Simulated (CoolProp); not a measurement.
Values from CoolProp's reference Helmholtz-energy equation of state, Beckmüller 2019.

Q: For n-octane, give the phase and the Z, fugacity coefficient at 17.45 °C and 0.111 bar; 54.45 °C and 16.2 bar.

A: 
- 17.45 °C and 0.111 bar: liquid; Z 0.000745, fugacity coefficient 0.109
- 54.45 °C and 16.2 bar: liquid; Z 0.100, fugacity coefficient 0.00556
